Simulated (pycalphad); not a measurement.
Cu-Zn solution, phase LIQUID, at 677 °C; mixing quantities and activities refer to the pure elements in the same phase at that temperature, stable or not. Over part of the range this solution is metastable.

Source of the numbers: pycalphad with the COST 507 light-alloy database (1999); pressure 1 atm. The data set is of 1999 and partly superseded.

```csv
x(Zn),ΔH mix (kJ/mol),ΔG mix (kJ/mol),excess S (J/mol/K),a(Cu),a(Zn),stable as one phase?
0.02,-0.57,-1.29,-0.07,0.979,0.000811,no: FCC_A1
0.05,-1.44,-2.83,-0.20,0.946,0.00225,no: FCC_A1
0.1,-2.90,-5.01,-0.48,0.881,0.00551,no: FCC_A1
0.2,-5.64,-8.44,-1.21,0.716,0.0182,no: FCC_A1
0.3,-7.91,-10.84,-2.00,0.521,0.0472,no: FCC_A1
0.4,-9.48,-12.24,-2.69,0.335,0.107,no: BCC_A2 + FCC_A1
0.5,-10.17,-12.64,-3.16,0.190,0.214,no: BCC_A2
0.6,-9.90,-12.07,-3.32,0.0970,0.372,no: CUZN_GAMMA
0.7,-8.65,-10.53,-3.10,0.0451,0.562,no: BCC_A2 + CUZN_GAMMA
0.8,-6.48,-8.09,-2.47,0.0193,0.746,no: BCC_A2 + LIQUID
0.9,-3.53,-4.74,-1.42,0.00690,0.892,yes
0.95,-1.82,-2.67,-0.76,0.00313,0.949,yes
0.98,-0.74,-1.22,-0.31,0.00122,0.980,yes
```

FCC_A1 is fcc; BCC_A2 is bcc.
